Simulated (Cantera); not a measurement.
An isothermal, constant-pressure homogeneous reactor starts with 92.2 % N2O, 7.83 % H2O, at 1598 K and 180000 Pa.

Cantera simulation using GRI-Mech 3.0 (53 species, 325 reactions); the numbers are that mechanism's predictions, not measurements. GRI-Mech 3.0 was tuned for natural gas; its chemistry of N2O as a main component is partial and can be far from experiment. The temperature is held fixed by assumption; the heat of reaction is taken as removed at once.

Question: Predict: x(N2O) at 4.00 s; x(H2O) at 4.00 s; x(OH) at 4.00 s; x(H2) at 4.00 s; x(H2O2) at 4.00 s.

Answer: 
```
Property                                              Result
-----------------  -----------------------------------------
x(N2O) at 4.00 s     3.69e-6 (gas-phase equilibrium 1.51e-7)
x(H2O) at 4.00 s       0.0536 (gas-phase equilibrium 0.0536)
x(OH) at 4.00 s    0.000117 (gas-phase equilibrium 0.000122)
x(H2) at 4.00 s      5.12e-7 (gas-phase equilibrium 4.64e-7)
x(H2O2) at 4.00 s    1.30e-8 (gas-phase equilibrium 1.43e-8)
```
